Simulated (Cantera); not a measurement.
A perfectly stirred reactor is fed with CH4 : H2 : O2 : N2 = 1 : 1 : 3.47 : 13.1 (molar parts), equivalence ratio 0.72, at 1.00 bar; it is adiabatic with a 775 K inlet, and is followed from long to short residence time, starting on the burning branch (τ in s: 0.24, 0.12, 0.054, 0.026, 0.012, 0.0057, 0.0027, 0.0013, 0.0006, 0.00028, 0.00013, 6.3e-05, 3e-05).

Cantera simulation using GRI-Mech 3.0 (53 species, 325 reactions); the numbers are that mechanism's predictions, not measurements.

What does this change do: pressure from 1.00 bar to 2.30 bar?


| quantity | before | after |
|---|---|---|
| blow-out, bracketed by the residence times tried | burning at 30.0 µs, the shortest tried | burning at 30.0 µs, the shortest tried |
| x(CH4) at τ = 0.240 s | 6.06e-7 | 3.37e-7 |
| x(H2) at τ = 0.240 s | 0.00109 | 0.000755 |
| x(O2) at τ = 0.240 s | 0.0514 | 0.0509 |
| x(CO2) at τ = 0.240 s | 0.0532 | 0.0538 |
| x(OH) at τ = 0.240 s | 0.00534 | 0.00446 |
| x(CH4) at τ = 2.70 ms | 2.55e-5 | 1.89e-5 |
| x(H2) at τ = 2.70 ms | 0.00340 | 0.00158 |
| x(O2) at τ = 2.70 ms | 0.0547 | 0.0536 |
| x(CO2) at τ = 2.70 ms | 0.0488 | 0.0520 |
| x(OH) at τ = 2.70 ms | 0.00884 | 0.00622 |
